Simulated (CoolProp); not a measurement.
Computed with CoolProp (reference Helmholtz-energy equation of state, Gao 2022).

Task: Give the vapour pressure (MPa), vapour density (kg/m³), enthalpy of vaporisation (kJ/kg), liquid cp (kJ/(kg K)) of saturated n-perfluorohexane at 280.9, 309 K.

Result: 
```
T (K)  p (MPa)  vapour density (kg/m³)  enthalpy of vaporisation (kJ/kg)  liquid cp (kJ/(kg K))
-----  -------  ----------------------  --------------------------------  ---------------------
280.9   0.0130                    1.91                              97.5                   1.02
309     0.0463                    6.31                              90.3                   1.06
```
